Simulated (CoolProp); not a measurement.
Methane at 293.15 K and 1.49 MPa flows at 0.14 m/s in a round tube of 4.6 mm bore and 45 µm roughness, fully developed (64/Re and Nu = 3.66 if laminar; Colebrook and Gnielinski if turbulent). Each further row changes one setting.

Computed with CoolProp (reference Helmholtz-energy equation of state, Setzmann 1991).

| case | Reynolds number | Darcy friction factor | pressure drop (Pa/m) | heat-transfer coefficient (W/(m² K)) | mass flow (kg/h) |
|---|---|---|---|---|---|
| as stated | (withheld) | 0.111 | (withheld) | 27.4 | (withheld) |
| velocity 0.28 m/s | 1160 | 0.0554 | (withheld) | 27.4 | 0.169 |
| diameter 9.2 mm | 1160 | 0.0554 | (withheld) | (withheld) | (withheld) |

### Question
Fill in the missing entries.

### Answer

- as stated, Reynolds number: 578
- as stated, pressure drop (Pa/m): 2.38
- as stated, mass flow (kg/h): 0.0844
- velocity 0.28 m/s, pressure drop (Pa/m): 4.76
- diameter 9.2 mm, pressure drop (Pa/m): 0.595
- diameter 9.2 mm, heat-transfer coefficient (W/(m² K)): 13.7
- diameter 9.2 mm, mass flow (kg/h): 0.338

Viscosity comes from a separate model (Quiñones-Cisneros 2006). Thermal conductivity comes from a separate model (Friend 1989).
